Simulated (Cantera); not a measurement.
Feed: 1 mol SiH2Cl2, 3.3 mol H2O, equilibrated at 0.0100 bar.

These are equilibrium values from Cantera (NASA tables, ideal gas, pure condensed phases), not measurements of a reactor. Candidate condensed phases: H2O, Si, SiO2; 30 gas species. The tables hold silica as quartz up to 1696 K and as liquid above; real silica turns to tridymite and cristobalite and melts near 1996 K. Equilibrium is a limit: real reactors are often held back by kinetics, nucleation or transport.

x: gas mole fraction; n: condensed amount in mol.

```tsv
T (°C)	x HCl	x H2	x H2O	x H	x Cl	x SiO	x OH	n SiO2(β-quartz)	n SiO2(condensed)
602	0.377	0.377	0.245	3.08e-10	3.05e-10	<1e-12	<1e-12	1.00	0
702	0.377	0.377	0.245	7.03e-9	6.61e-9	<1e-12	8.29e-12	1.00	0
802	0.377	0.377	0.245	9.01e-8	8.15e-8	<1e-12	2.22e-10	1.00	0
902	0.377	0.377	0.245	7.53e-7	6.58e-7	1.49e-12	3.41e-9	1.00	0
1002	0.377	0.377	0.245	4.53e-6	3.84e-6	1.20e-10	3.42e-8	1.00	0
1102	0.377	0.377	0.245	(withheld)	(withheld)	(withheld)	(withheld)	1.00	0
1202	0.377	0.377	0.245	7.97e-5	6.45e-5	1.26e-7	1.36e-6	1.000	0
1302	0.377	0.377	0.245	0.000255	0.000203	2.07e-6	6.03e-6	1.000	0
1402	0.377	0.377	0.245	(withheld)	(withheld)	(withheld)	(withheld)	1.000	0
1502	0.375	0.376	0.245	0.00178	0.00136	0.000205	7.20e-5	0	0.999
1602	0.372	0.374	0.245	0.00401	0.00302	0.00136	0.000205	0	0.993
```

Question: Fill in the missing entries.

Answer: 
- 1102, x H: 2.10e-5
- 1102, x Cl: 1.74e-5
- 1102, x SiO: 5.06e-9
- 1102, x OH: 2.46e-7
- 1402, x H: 0.000713
- 1402, x Cl: 0.000556
- 1402, x SiO: 2.41e-5
- 1402, x OH: 2.24e-5
